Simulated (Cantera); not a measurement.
**Ignition delay**

Mixture: CH4 : O2 : N2 = 1 : 2.3 : 8.64 (molar parts), at 27800 Torr, adiabatic and at constant volume. Ignition delay is the time to a rise of 400 K.

Model: GRI-Mech 3.0 (53 species, 325 reactions), integrated in Cantera. The pressure lies above the range GRI-Mech 3.0 was tuned for (to about 10 atm).

```csv
T0 (K),delay (ms)
1323,0.256
1373,0.155
1423,0.0970
1473,0.0619
1523,0.0403
1573,0.0267
1623,0.0180
1673,0.0123
1723,0.00857
1773,0.00605
```

```json
{
 "apparent activation energy between 1673 and 1773 K": "180 kJ/mol"
}
```
